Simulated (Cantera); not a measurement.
# Ignition delay

Mixture: 21.8 % H2, 9.90 % O2, 68.3 % N2, equivalence ratio 1.1, at 4130 Torr, adiabatic and at constant pressure. Ignition delay is the time to a rise of 400 K.

Computed with Cantera and GRI-Mech 3.0 (53 species, 325 reactions). The hydrogen kinetics of GRI-Mech 3.0 are dated; newer H2 mechanisms differ, most at raised pressure. Where the delays flatten at high temperature, the 400 K rule measures the pace of heat release, not the induction time.

```tsv
T0 (K)	delay (ms)
1148	0.0851
1248	0.0138
1348	0.00723
1448	0.00479
1548	0.00358
1648	0.00293
1748	0.00258
1848	0.00241
1948	0.00236
```
